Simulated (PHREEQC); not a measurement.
Solution (25 °C): 0.11 mol/kgw KH2PO4. Closed to the air; pH follows from the charge balance.

Equilibrium calculation in PHREEQC: ion-association model, phreeqc.dat.

Precipitation was switched off in this run.

Question: Estimate the pH, specific conductance, density.

Answer: pH 4.47; specific conductance 9610 µS/cm; density 1.007 g/cm³.
